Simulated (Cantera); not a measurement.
Feed: 1 mol SiH2Cl2, 0.018 mol Cl2, 110 mol H2, 0.021 mol HCl, equilibrated at 1823 K and 1 atm.

These are equilibrium values from Cantera (NASA tables, ideal gas, pure condensed phases), not measurements of a reactor. Candidate condensed phases: Si; 19 gas species. Gases not in the tables: Si2H6 and higher silanes. Kinetics and transport are ignored.

Base state: H2 0.982, HCl 0.0166, SiCl2 0.000843, H 0.000427, SiH2 3.45e-5 (mole fractions); condensed: Si(l).

Q: What changes in the equilibrium state with this change: temperature from 1823 K to 848.15 K?

A: 
| species | before | after |
|---|---|---|
| H2 | 0.982 | 0.994 |
| SiHCl3 | 1.22e-6 | 0.00307 |
| SiCl4 | 7.76e-8 | 0.00183 |
| HCl | 0.0166 | 0.000963 |
| H | 0.000427 | <1e-9 |
| SiH2 | 3.45e-5 | <1e-9 |
| SiCl2 | 0.000843 | 1.11e-6 |
| Si(l), mol | 0.898 | 0 |
| Si(s), mol | 0 | 0.400 |
